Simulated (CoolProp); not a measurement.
Oxygen along the isobar 10.3 bar: density (kg/m³) from the reference equation and from simpler models built on Tc = 154.6 K, pc = 50.46 bar, ω = 0.022; each cubic takes its own stable root.

The numbers come from the reference Helmholtz-energy equation of state, Schmidt 1985 in CoolProp.

```tsv
T (K)	phase	reference	van der Waals	Redlich-Kwong	Soave-Redlich-Kwong	Peng-Robinson
72.7	liquid	1226	?	1246	1228	1381
82.2	liquid	1182	?	1200	?	1334
91.6	liquid	1136	780.7	1149	1136	1282
101.1	liquid	1087	746.3	1091	1080	1221
110.5	liquid	1034	42.48	1026	1018	1152
129.5	gas	35.09	34.07	35.07	35.05	?
138.9	gas	31.75	31.17	31.77	31.77	32.07
148.4	gas	29.09	28.76	29.12	29.12	29.38
157.8	gas	26.93	26.74	26.97	26.96	27.18
167.3	gas	25.09	25.00	25.13	25.12	25.31
176.7	gas	?	23.49	23.57	23.56	?
186.2	gas	22.16	22.16	22.19	22.18	22.33
195.7	gas	20.96	20.98	20.98	20.97	21.10
205.1	gas	19.90	?	?	19.90	20.02
```

### Question
Fill in the missing entries.

### Answer

- 72.7, van der Waals: 839.1
- 82.2, van der Waals: 811.1
- 82.2, Soave-Redlich-Kwong: 1184
- 129.5, Peng-Robinson: 35.40
- 176.7, reference: 23.53
- 176.7, Peng-Robinson: 23.72
- 205.1, van der Waals: 19.93
- 205.1, Redlich-Kwong: 19.92

At some of these states van der Waals gives the other phase, because its saturation line lies elsewhere.
